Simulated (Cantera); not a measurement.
A diamond (100) surface in a fixed gas of H2 with x(CH4) = 0.0039, x(H) = 0.00053, x(CH3) = 3.3e-05, 0.0350 bar; coverages are run to steady state.

Model: the Harris–Goodwin 1993 mechanism for the reconstructed diamond (100) surface, integrated in Cantera.

θ: site fractions in the mechanism's names (c6HH fully hydrogenated, c6H* and c6*H radical sites, c6** diradical, c6HM methylated).

| T (K) | growth (µm/h) | θ c6HH | θ c6H* | θ c6*H | θ c6** | θ c6HM |
|---|---|---|---|---|---|---|
| 950 | 0.388 | 0.619 | 0.0134 | 0.318 | 0.00575 | 0.0339 |
| 1000 | 0.374 | 0.587 | 0.0175 | 0.359 | 0.00810 | 0.0206 |
| 1050 | 0.266 | 0.558 | 0.0221 | 0.396 | 0.0107 | 0.00937 |
| 1100 | 0.156 | 0.530 | 0.0268 | 0.425 | 0.0134 | 0.00335 |
| 1150 | 0.0969 | 0.505 | 0.0315 | 0.446 | 0.0159 | 0.00108 |
| 1200 | (withheld) | 0.485 | (withheld) | 0.460 | (withheld) | (withheld) |
| 1250 | 0.0682 | 0.471 | 0.0402 | 0.468 | 0.0195 | 0.000115 |
| 1300 | 0.0586 | 0.464 | 0.0441 | 0.471 | 0.0205 | 3.85e-5 |
| 1350 | (withheld) | 0.462 | 0.0476 | 0.469 | 0.0210 | (withheld) |
| 1400 | 0.0204 | 0.465 | 0.0506 | 0.463 | 0.0211 | 4.94e-6 |

**Question.** Some entries are withheld; supply them.

**Answer.** 
- 1200, growth (µm/h): 0.0753
- 1200, θ c6H*: 0.0360
- 1200, θ c6**: 0.0179
- 1200, θ c6HM: 0.000348
- 1350, growth (µm/h): 0.0395
- 1350, θ c6HM: 1.33e-5
